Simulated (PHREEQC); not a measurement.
A solution holds 0.0018 mol/kgw CuSO4, at 40 °C. Closed to the air; pH follows from the charge balance.

Computed with PHREEQC (ion-association model, wateq4f.dat).

Precipitation was switched off in this run.

Task: Order these Cu species by the share of Cu that they hold, largest first: CuSO4, Cu+2, Cu2(OH)2+2.

Result: Cu+2 (84 %), CuSO4 (15 %), Cu2(OH)2+2 (0.47 %)

The pH is 5.07 and the ionic strength 0.00611 mol/kgw. Saturation is exceeded, for instance for Tenorite (slow to form); the values hold only as long as no solid forms. Complexes and solids missing from the database can't appear. Constants without temperature data keep their 25 °C values here.
